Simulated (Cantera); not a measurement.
## Pyrogenic steam for wet oxidation

An isothermal, constant-pressure homogeneous reactor starts with H2 : O2 : N2 = 1.6 : 1 : 4.3 (molar parts), equivalence ratio 0.80, at 975 K and 100000 Pa.

Detailed kinetics in Cantera: the H2/O2 subset of GRI-Mech 3.0, which has no nitrogen chemistry. The temperature is held fixed by assumption; the heat of reaction is taken as removed at once.

```json
[
 {"t (s)": "0.00100", "x H2": "0.119", "x O2": "0.0901", "x H": "2.87e-5", "x H2O2": "3.80e-5", "x OH": "4.86e-6"},
 {"t (s)": "0.00239", "x H2": "0.118", "x O2": "0.0899", "x H": "3.78e-7", "x H2O2": "0.000111", "x OH": "4.62e-8"},
 {"t (s)": "0.00572", "x H2": "0.118", "x O2": "0.0897", "x H": "5.13e-7", "x H2O2": "0.000152", "x OH": "6.51e-8"},
 {"t (s)": "0.0137", "x H2": "0.117", "x O2": "0.0890", "x H": "9.08e-7", "x H2O2": "0.000264", "x OH": "1.26e-7"},
 {"t (s)": "0.0327", "x H2": "0.111", "x O2": "0.0860", "x H": "1.48e-6", "x H2O2": "0.000436", "x OH": "2.34e-7"},
 {"t (s)": "0.0782", "x H2": "0.0937", "x O2": "0.0778", "x H": "1.35e-6", "x H2O2": "0.000424", "x OH": "2.46e-7"},
 {"t (s)": "0.187", "x H2": "0.0647", "x O2": "0.0639", "x H": "9.44e-7", "x H2O2": "0.000302", "x OH": "2.23e-7"},
 {"t (s)": "0.447", "x H2": "0.0285", "x O2": "0.0465", "x H": "4.97e-7", "x H2O2": "0.000146", "x OH": "2.12e-7"},
 {"t (s)": "1.07", "x H2": "0.00431", "x O2": "0.0348", "x H": "9.23e-8", "x H2O2": "2.63e-5", "x OH": "1.96e-7"},
 {"t (s)": "2.56", "x H2": "0.000350", "x O2": "0.0330", "x H": "2.86e-9", "x H2O2": "8.58e-7", "x OH": "6.58e-8"},
 {"t (s)": "6.12", "x H2": "6.02e-5", "x O2": "0.0328", "x H": "1.80e-10", "x H2O2": "4.84e-8", "x OH": "2.19e-8"},
 {"t (s)": "14.6", "x H2": "1.08e-5", "x O2": "0.0328", "x H": "1.94e-11", "x H2O2": "3.94e-9", "x OH": "1.11e-8"},
 {"t (s)": "35.0", "x H2": "9.05e-7", "x O2": "0.0328", "x H": "1.62e-12", "x H2O2": "1.94e-10", "x OH": "8.34e-9"},
 {"t (s)": "83.6", "x H2": "1.13e-10", "x O2": "0.0328", "x H": "<1e-12", "x H2O2": "4.74e-11", "x OH": "4.92e-8"},
 {"t (s)": "200", "x H2": "5.94e-11", "x O2": "0.0328", "x H": "<1e-12", "x H2O2": "9.63e-11", "x OH": "7.11e-8"}
]
```
x: mole fraction; the columns are a selection and need not sum to one.

Equilibrium at this temperature and pressure: H2 5.93e-11, O2 0.0328, H <1e-12, H2O2 9.63e-11, OH 7.11e-8 (gas phase only).
